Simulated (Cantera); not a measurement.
What does this Cantera script print?

```python
import numpy as np
import cantera as ct

gas_names = """
    CL CL2 H HCL H2 N NH NH2 NH3 N2 N2H2 N2H4 Si SiCL SiCL2 SiCL3 SiCL4 SiH SiHCL3 SiH2 SiH2CL2 SiH3
    SiH3CL SiH4 SiN Si2 Si2N Si3
""".split()
cond_names = """
    NH4CL(a) NH4CL(b) Si(cr) Si(L) Si3N4(a)
""".split()


# ... load() reads the species with a 1 bar reference pressure and builds the phases ...
atoms = {
    'SiCl4': {'Si': 1, 'CL': 4},
    'HCl': {'H': 1, 'CL': 1},
    'N2': {'N': 2},
}
top_T = {'Si3N4(a)': 2400}  # K; cautious upper limits of use, not melting points


# ... equilibrate(T, P, feed) seeds the gas with the atoms and calls Mixture.equilibrate('TP', solver="vcs", rtol=1e-11, max_steps=5000) ...
results = []
feed = {'SiCl4': 1, 'HCl': 0.093, 'N2': 99}  # mol
P = 133.322  # Pa
for T in [950, 1050, 1150, 1250, 1350, 1450, 1550, 1650]:
    mix = equilibrate(T, P, feed)
    results.append((T, P, feed, dict(zip(mix.species_names, mix.species_moles))))

top = {s: max(r[3][s] / sum(r[3][g] for g in gas_names) for r in results) for s in gas_names}
cols = sorted((s for s in top if top[s] > 0.0001), key=lambda s: -top[s])[:7]
seen = [c for c in cond_names if any(r[3].get(c, 0) > 1e-12 for r in results)]
print("log10 of partial pressures in bar; condensed amounts in mol")
print(f"{'T/K':>10s}" + "".join(f"{s[:9]:>10s}" for s in cols + seen))
for T, P, feed, n in results:
    ng = sum(n[g] for g in gas_names)
    print(f"{T:10.4g}" + "".join(f"{np.log10(max(n[s] / ng * P / 1e5, 1e-99)):10.3f}" for s in cols)
          + "".join(f"{n.get(c, 0):10.4g}" for c in seen))
```

Output:

```
log10 of partial pressures in bar; condensed amounts in mol
       T/K        N2        CL     SiCL4     SiCL2     SiCL3       HCL
       950    -2.880    -9.277    -4.876   -12.134    -9.267    -5.907
      1050    -2.880    -8.242    -4.876   -10.350    -8.242    -5.907
      1150    -2.880    -7.381    -4.877    -8.891    -7.404    -5.907
      1250    -2.880    -6.642    -4.882    -7.704    -6.721    -5.907
      1350    -2.880    -5.993    -4.904    -6.750    -6.176    -5.907
      1450    -2.881    -5.428    -4.977    -5.992    -5.766    -5.908
      1550    -2.883    -4.973    -5.194    -5.415    -5.527    -5.911
      1650    -2.887    -4.694    -5.773    -5.054    -5.584    -5.914
```

Method: chemical equilibrium by Gibbs-energy minimisation in Cantera with the NASA 1993 tables (ideal gas, pure condensed phases). The tables' values for SiCl3 are old estimates; treat these amounts as uncertain.
